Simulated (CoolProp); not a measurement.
Vapour-liquid equilibrium of acetone (1) + n-heptane (2) at 335.7 K; x and y are mole fractions of (1).

Values from CoolProp's multi-fluid Helmholtz-energy mixture model, Lemmon 2006 and Span 2003; pair parameters Bell 2016.

### Question
Give the bubble pressure and the first vapour's composition at x = 0.125, 0.425, 0.725. Is there an azeotrope?

### Answer
x = 0.125: 0.07237 MPa, y = 0.609; x = 0.425: 0.1109 MPa, y = 0.787; x = 0.725: 0.1220 MPa, y = 0.844. y crosses x between x = 0.875 and 0.95: the model has an azeotrope there.

The pair parameters rest on a limited set of measurements; away from them the model extrapolates. With so large a gap from Raoult's law the liquid may split in two, which this calculation doesn't test in full.
